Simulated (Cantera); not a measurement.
Charge: 1 mol CH2F2, 0.062 mol H2, at 1025 K and 1.20 Pa.

Cantera equilibrium calculation (NASA polynomials, part measured and part estimated; ideal gas, pure solids and liquids). Candidate condensed phases: C, C6H6, C7H8, C8H18; 95 gas species. Rates play no part.

Base state: HF 0.970, H2 0.0301 (mole fractions); condensed: C(graphite).

Q: What changes in the equilibrium state with this change: CH2F2 replaced by CF4?

A: 
```csv
species,before,after
CF4,<1e-9,0.887
HF,0.970,0.113
H2,0.0301,<1e-9
"C(graphite), mol",1.00,0.0310
```
Gases not in the tables: C2F6 and larger saturated fluorocarbons.
